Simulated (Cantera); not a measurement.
A Cantera script and what it prints.

```python
import numpy as np
import cantera as ct

gas_names = """
    CL CLO CL2 O O2 O3 Ti TiCL TiCL2 TiCL3 TiCL4 TiO TiOCL TiOCL2 TiO2
""".split()
cond_names = """
    Ti(a) Ti(b) Ti(L) TiCL2(s) TiCL3(s) TiCL4(L) TiO(a) TiO(b) TiO(L) TiO2(ru) TiO2(L) Ti2O3(a) Ti2O3(b)
    Ti2O3(L) Ti3O5(a) Ti3O5(b) Ti3O5(L) Ti4O7(s) Ti4O7(L)
""".split()


# ... load() reads the species with a 1 bar reference pressure and builds the phases ...
atoms = {
    'TiO2': {'Ti': 1, 'O': 2},
    'Cl2': {'CL': 2},
}
top_T = {'TiCL2(s)': 1300, 'TiCL3(s)': 1000}  # K; cautious upper limits of use, not melting points


# ... equilibrate(T, P, feed) seeds the gas with the atoms and calls Mixture.equilibrate('TP', solver="vcs", rtol=1e-11, max_steps=5000) ...
results = []
feed = {'TiO2': 1, 'Cl2': 1}  # mol
T = 1548.15  # K
P = 133.322  # Pa
mix = equilibrate(T, P, feed)
results.append((T, P, feed, dict(zip(mix.species_names, mix.species_moles))))
x = sorted(zip(gas.X, gas.species_names), reverse=True)
print(f"T = {T:g} K  P = {P:g} Pa  gas = {mix.phase_moles(0):.4g} mol")
print("   x: " + "  ".join(f"{s} {v:.3e}" for v, s in x if v > 0.0001))
print("   condensed (mol): " + ("  ".join(f"{mix.phase(i).name} {mix.phase_moles(i):.4g}"
      for i in range(1, mix.n_phases) if mix.phase_moles(i) > 1e-12) or "none"))
```

Result:

```
T = 1548.15 K  P = 133.322 Pa  gas = 1.728 mol
   x: CL 8.427e-01  CL2 1.480e-01  O2 4.615e-03  TiCL4 4.575e-03
   condensed (mol): TiO2(ru) 0.9919
```

These are equilibrium values from Cantera (NASA tables, ideal gas, pure condensed phases), not measurements of a reactor.
